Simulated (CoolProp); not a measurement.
Vapour-liquid equilibrium of benzene (1) + ethanol (2) at 66.85 °C; x and y are mole fractions of (1).

Model: multi-fluid Helmholtz-energy mixture model, Thol 2012 and Schroeder 2014; pair parameters Bell 2016, in CoolProp.

| x | bubble pressure (bar) | y at the bubble point | dew pressure at overall composition x (bar) | liquid density (mol/L) |
|---|---|---|---|---|
| 0.05 | 0.7061 | 0.149 | 0.6540 | 15.77 |
| 0.15 | 0.8318 | 0.342 | 0.7068 | 14.93 |
| 0.25 | 0.9119 | 0.448 | 0.7678 | 14.16 |
| 0.35 | 0.9520 | 0.505 | 0.8375 | 13.48 |
| 0.45 | 0.9671 | 0.536 | 0.9133 | 12.87 |
| 0.55 | 0.9705 | 0.553 | 0.9703 | 12.32 |
| 0.65 | 0.9679 | 0.568 | 0.9120 | 11.84 |
| 0.75 | 0.9546 | 0.594 | 0.8302 | 11.42 |
| 0.85 | 0.9096 | 0.653 | 0.7556 | 11.06 |
| 0.95 | 0.7838 | 0.811 | 0.6908 | 10.74 |

y crosses x between x = 0.55 and 0.65: the model has an azeotrope there.

The pair parameters rest on a limited set of measurements; away from them the model extrapolates. With so large a gap from Raoult's law the liquid may split in two, which this calculation doesn't test in full.
